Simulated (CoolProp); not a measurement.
Computed with CoolProp (reference Helmholtz-energy equation of state, Thol 2018).

For hydrogen chloride, give the phase and the cp (kJ/(kg K)), speed of sound (m/s) at 181.6 K and 1.01 bar; 253.6 K and 1.01 bar; 311.2 K and 1.01 bar.


- 181.6 K and 1.01 bar: liquid; cp 1.66, speed of sound 1120
- 253.6 K and 1.01 bar: gas; cp 0.820, speed of sound 283
- 311.2 K and 1.01 bar: gas; cp 0.808, speed of sound 314
